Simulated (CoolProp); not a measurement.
Vapour-liquid equilibrium of R152A (1) + R227EA (2) at 0.091 bar; x and y are mole fractions of (1).

Values from CoolProp's multi-fluid Helmholtz-energy mixture model, Outcalt 1996 and Lemmon 2016; pair parameters Bell 2016.

```json
[
 {"x": "0.05", "bubble temperature, mixture model (K)": "212.2", "bubble temperature, Raoult's law (K)": "212.1", "y, mixture model": "0.067", "y, Raoult's law": "0.077"},
 {"x": "0.2", "bubble temperature, mixture model (K)": "211.1", "bubble temperature, Raoult's law (K)": "210.9", "y, mixture model": "0.285", "y, Raoult's law": "0.284"},
 {"x": "0.35", "bubble temperature, mixture model (K)": "209.7", "bubble temperature, Raoult's law (K)": "209.7", "y, mixture model": "0.484", "y, Raoult's law": "0.462"},
 {"x": "0.5", "bubble temperature, mixture model (K)": "208.4", "bubble temperature, Raoult's law (K)": "208.7", "y, mixture model": "0.641", "y, Raoult's law": "0.616"},
 {"x": "0.65", "bubble temperature, mixture model (K)": "207.3", "bubble temperature, Raoult's law (K)": "207.7", "y, mixture model": "0.762", "y, Raoult's law": "0.750"},
 {"x": "0.8", "bubble temperature, mixture model (K)": "206.4", "bubble temperature, Raoult's law (K)": "206.8", "y, mixture model": "0.863", "y, Raoult's law": "0.866"},
 {"x": "0.95", "bubble temperature, mixture model (K)": "205.8", "bubble temperature, Raoult's law (K)": "205.9", "y, mixture model": "0.963", "y, Raoult's law": "0.969"}
]
```

The largest gap from Raoult's law is -0.4 K in bubble temperature, at x = 0.65. No azeotrope shows between x = 0.05 and 0.95.

Pair parameters are fitted to limited data, so mixtures are less certain than the pure fluids. The gap from Raoult's law changes sign with composition, which may be real or a fault of the pair parameters; it wasn't checked against measurements.
